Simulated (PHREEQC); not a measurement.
Solution (20 °C): 0.0018 mol/kgw Cu(NO3)2, 0.057 mol/kgw HCl and 0.0029 mol/kgw Na2SO4. Closed to the air; pH follows from the charge balance.

All values are PHREEQC results (ion-association model, phreeqc.dat), not measurements.

```tsv
quantity	before	after
pH	1.33	1.34
HSO4- (mol/kgw)	0.00193	0.00212
Cu+2 (mol/kgw)	0.00165	0.00158
SO4-2 (mol/kgw)	0.000901	0.000723
CuCl+ (mol/kgw)	8.87e-5	0.000171
CuSO4 (mol/kgw)	5.55e-5	4.55e-5
SI of Halite (NaCl)	-5.24	-5.26
```

Question: Name the change that produced these shifts.
A. temperature from 20 to 35 °C
B. Na2SO4 from 0.0029 to 0.00058 mol/kgw
C. Cu(NO3)2 from 0.0018 to 0.0009 mol/kgw
D. diluted 100-fold with water

Answer: A, temperature from 20 to 35 °C

This is a speciation only: nothing precipitates in the calculation.
